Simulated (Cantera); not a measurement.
## Aluminium and copper etching: Al + I2

Charge: 1 mol Al, a varied amount of I2, held at 1127 °C and 1000 Pa.

Cantera equilibrium calculation (NASA polynomials, part measured and part estimated; ideal gas, pure solids and liquids). Candidate condensed phases: Al, AlI3, I2; 7 gas species. The numbers say what is thermodynamically allowed, not how fast it happens.

From 0.69 mol I2 to 4.1 mol I2 nothing is condensed. The main Al-bearing gas is AlI at 0.69 mol I2 and AlI3 at 4.1 mol I2.

```
n(I2) (mol)     x I    x AlI  x AlI3      x I2     x Al
-----------  ------  -------  ------  --------  -------
0.69         0.0769    0.786   0.137   9.51e-5  3.47e-6
0.8           0.104    0.679   0.216  0.000174  2.22e-6
0.93          0.136    0.561   0.303  0.000296  1.40e-6
1.1           0.180    0.418   0.401  0.000524  7.88e-7
1.3           0.244    0.274   0.481  0.000959  3.81e-7
1.5           0.325    0.164   0.509   0.00170  1.72e-7
1.7           0.417   0.0950   0.485   0.00279  7.75e-8
2             0.540   0.0474   0.407   0.00470  2.98e-8
2.3           0.629   0.0289   0.336   0.00636  1.56e-8
2.6           0.690   0.0201   0.282   0.00766  9.92e-9
3             0.746   0.0141   0.231   0.00895  6.43e-9
3.5           0.792   0.0102   0.188    0.0101  4.37e-9
4.1           0.828  0.00758   0.153    0.0110  3.11e-9
```
x: gas mole fraction; nothing condenses.
